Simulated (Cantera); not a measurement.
A freely propagating, adiabatic, planar premixed flame of 46.2 % H2, 15.4 % O2, 38.5 % N2, equivalence ratio 1.5, unburnt at 573 K and 0.190 bar; mixture-averaged transport, grid criteria slope 0.08 and curve 0.16, no radiation.

Detailed kinetics in Cantera: the H2/O2 subset of GRI-Mech 3.0, which has no nitrogen chemistry. Burning velocities carry a grid error of a few per cent, more on coarse grids.

### Question
Predict: laminar burning velocity; thermal thickness; peak x(HO2); peak x(O); peak x(H2O2); peak x(OH).

### Answer
| Quantity | Result |
|---|---|
| laminar burning velocity | 841 cm/s |
| thermal thickness | 3.40 mm |
| peak x(HO2) | 8.46e-5 |
| peak x(O) | 0.0120 |
| peak x(H2O2) | 1.65e-6 |
| peak x(OH) | 0.0189 |
